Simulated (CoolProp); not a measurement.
Vapour-liquid equilibrium of ethanol (1) + n-hexane (2) at 1.2 MPa; x and y are mole fractions of (1).

Model: multi-fluid Helmholtz-energy mixture model, Schroeder 2014 and Thol 2019; pair parameters Bell 2016, in CoolProp.

Task: Give the bubble temperature and the first vapour's composition at x = 0.2, 0.575, 0.95. Is there an azeotrope?

Result: x = 0.2: 154.2 °C, y = 0.370; x = 0.575: 149.1 °C, y = 0.562; x = 0.95: 156.0 °C, y = 0.914. y crosses x between x = 0.5 and 0.575: the model has an azeotrope there.

The pair parameters rest on a limited set of measurements; away from them the model extrapolates.
